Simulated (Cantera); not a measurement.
An adiabatic, constant-volume homogeneous reactor starts with CH4 : H2 : O2 : N2 : H2O = 1 : 0.29 : 3.25 : 12.2 : 1.4 (molar parts), equivalence ratio 0.66, at 1700 K and 10.0 bar.

Cantera simulation using GRI-Mech 3.0 (53 species, 325 reactions); the numbers are that mechanism's predictions, not measurements.

Problem. Predict: time of steepest temperature rise; temperature at 0.100 s; equilibrium temperature; x(H2) at 0.100 s; x(O2) at 0.100 s; x(CO2) at 0.100 s; x(HCO) at 0.100 s.

Solution. 
- time of steepest temperature rise: 15.9 µs
- temperature at 0.100 s: 2869 K
- equilibrium temperature: 2869 K
- x(H2) at 0.100 s: 0.00559 (gas-phase equilibrium 0.00559)
- x(O2) at 0.100 s: 0.0525 (gas-phase equilibrium 0.0525)
- x(CO2) at 0.100 s: 0.0451 (gas-phase equilibrium 0.0451)
- x(HCO) at 0.100 s: 2.73e-8 (gas-phase equilibrium 2.73e-8)
